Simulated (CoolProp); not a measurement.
Sulfur hexafluoride along the isobar 0.276 MPa: density (kg/m³) from the reference equation and from simpler models built on Tc = 318.7 K, pc = 3.755 MPa, ω = 0.210; each cubic takes its own stable root.

Computed with CoolProp (reference Helmholtz-energy equation of state, Guder 2009).

```csv
T (K),phase,reference,van der Waals,Redlich-Kwong
231.3,gas,?,22.03,22.41
240.9,gas,21.53,?,21.35
250.5,gas,20.52,20.16,20.40
260.1,gas,?,19.35,?
269.7,gas,18.80,18.60,18.75
279.3,gas,18.06,17.91,?
288.9,gas,?,17.27,?
298.5,gas,16.77,16.68,16.76
308.2,gas,16.18,16.12,16.19
317.8,gas,15.65,15.61,15.66
327.4,gas,15.15,15.12,15.17
337,gas,14.69,14.67,14.70
346.6,gas,14.26,14.25,14.27
356.2,gas,13.85,13.84,13.86
365.8,gas,13.46,13.47,13.48
375.4,gas,13.10,13.11,13.12
```

Question: What belongs in the gaps?

Answer: 
- 231.3, reference: 22.67
- 240.9, van der Waals: 21.05
- 260.1, reference: 19.62
- 260.1, Redlich-Kwong: 19.54
- 279.3, Redlich-Kwong: 18.03
- 288.9, reference: 17.39
- 288.9, Redlich-Kwong: 17.37
